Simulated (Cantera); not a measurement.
Gas mixture: 91.4 % N2O, 8.57 % N2, at 405 Torr, frozen composition.

Cantera's kinetic-theory transport with the Lennard-Jones parameters of GRI-Mech 3.0, ideal gas; thermal conductivity in the mixture-averaged form. The composition is frozen, though it would react at the higher temperatures.

D: mixture-averaged diffusion coefficient of that species in the mixture.

```tsv
T (K)	ρ (kg/m³)	cp (J/kg/K)	μ (µPa s)	λ (mW/m/K)	Pr	D (cm²/s) O	D (cm²/s) OH	D (cm²/s) H2
400	0.692	974.6	19.7	26.0	0.736	0.803	0.785	2.05
650	0.426	1124	29.3	44.7	0.736	1.86	1.82	4.68
900	0.308	1222	…	…	0.739	…	…	…
1150	0.241	1280	…	…	0.735	…	…	…
1400	0.198	1321	50.6	91.3	0.733	6.78	6.63	16.8
1650	0.168	1353	56.5	104	0.732	8.91	8.72	22.1
1900	0.146	1378	62.1	117	0.732	11.3	11.0	27.9
```

Question: Fill in the missing entries.

Answer: 
- 900, μ (µPa s): 37.3
- 900, λ (mW/m/K): 61.7
- 900, D (cm²/s) O: 3.24
- 900, D (cm²/s) OH: 3.17
- 900, D (cm²/s) H2: 8.06
- 1150, μ (µPa s): 44.3
- 1150, λ (mW/m/K): 77.1
- 1150, D (cm²/s) O: 4.88
- 1150, D (cm²/s) OH: 4.78
- 1150, D (cm²/s) H2: 12.1
